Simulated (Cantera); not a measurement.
**C2H2 + H2 (carbon deposition, reforming and gasification)**

A closed system holds: 1 mol C2H2, 7.6 mol H2, at 1.90 bar.

Method: chemical equilibrium by Gibbs-energy minimisation in Cantera with the NASA 1993 tables (ideal gas, pure condensed phases). Candidate condensed phases: C, C6H6, C7H8, C8H18; 86 gas species. Ions and electrons are included (thermal ionisation). Kinetics and transport are ignored.

```json
[
 {"T (K)": "2000", "log p H2": "0.28", "log p H": "-2.65", "log p C": "-10.52", "log p C2H2 (acetylene)": "-2.84", "log p C2H": "-7.49", "log p C3": "-10.56", "log p C2": "-11.63", "n C(graphite)": "1.98"},
 {"T (K)": "2500", "log p H2": "0.27", "log p H": "-1.47", "log p C": "-6.78", "log p C2H2 (acetylene)": "-1.70", "log p C2H": "-4.58", "log p C3": "-6.30", "log p C2": "-7.34", "n C(graphite)": "1.81"},
 {"T (K)": "3000", "log p H2": "0.20", "log p H": "-0.70", "log p C": "-4.30", "log p C2H2 (acetylene)": "-1.00", "log p C2H": "-2.67", "log p C3": "-3.51", "log p C2": "-4.50", "n C(graphite)": "0.967"},
 {"T (K)": "3500", "log p H2": "0.04", "log p H": "-0.21", "log p C": "-2.67", "log p C2H2 (acetylene)": "-0.90", "log p C2H": "-1.66", "log p C3": "-1.96", "log p C2": "-2.77", "n C(graphite)": "0"},
 {"T (K)": "4000", "log p H2": "-0.25", "log p H": "0.08", "log p C": "-1.69", "log p C2H2 (acetylene)": "-1.48", "log p C2H": "-1.46", "log p C3": "-1.51", "log p C2": "-1.94", "n C(graphite)": "0"},
 {"T (K)": "4500", "log p H2": "-0.70", "log p H": "0.19", "log p C": "-1.10", "log p C2H2 (acetylene)": "-2.49", "log p C2H": "-1.77", "log p C3": "-1.69", "log p C2": "-1.66", "n C(graphite)": "0"},
 {"T (K)": "5000", "log p H2": "-1.18", "log p H": "0.22", "log p C": "-0.81", "log p C2H2 (acetylene)": "-3.79", "log p C2H": "-2.45", "log p C3": "-2.40", "log p C2": "-1.80", "n C(graphite)": "0"}
]
```
log p: log10 of the partial pressure in bar; n: condensed amount in mol.

From 2000 K to 3000 K the condensed part is C(graphite). From 3500 K to 5000 K nothing is condensed. The main C-bearing gas is C2H2 (acetylene) at 2000 K and C at 5000 K.
